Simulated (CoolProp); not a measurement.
Vapour-liquid equilibrium of R125 (1) + dimethyl ether (2) at 282.4 K; x and y are mole fractions of (1).

Computed with CoolProp (multi-fluid Helmholtz-energy mixture model, Lemmon 2005 and Wu 2011; pair parameters Bell 2016).

| x | bubble pressure (MPa) | y at the bubble point | dew pressure at overall composition x (MPa) | liquid density (mol/L) |
|---|---|---|---|---|
| 0.05 | … | 0.071 | … | 14.68 |
| 0.2 | 0.4067 | … | 0.3923 | … |
| 0.35 | 0.4535 | 0.486 | 0.4201 | 13.46 |
| 0.5 | 0.5195 | 0.668 | 0.4575 | 12.86 |
| 0.65 | 0.6088 | 0.815 | 0.5112 | 12.24 |
| 0.8 | … | 0.919 | … | 11.59 |
| 0.95 | 0.8466 | 0.985 | 0.7705 | … |

**Question.** What belongs in the gaps?

**Answer.** 
- 0.05, bubble pressure (MPa): 0.3734
- 0.05, dew pressure at overall composition x (MPa): 0.3706
- 0.2, y at the bubble point: 0.283
- 0.2, liquid density (mol/L): 14.07
- 0.8, bubble pressure (MPa): 0.7207
- 0.8, dew pressure at overall composition x (MPa): 0.5971
- 0.95, liquid density (mol/L): 10.88

No azeotrope shows between x = 0.05 and 0.95.

Pair parameters are fitted to limited data, so mixtures are less certain than the pure fluids.
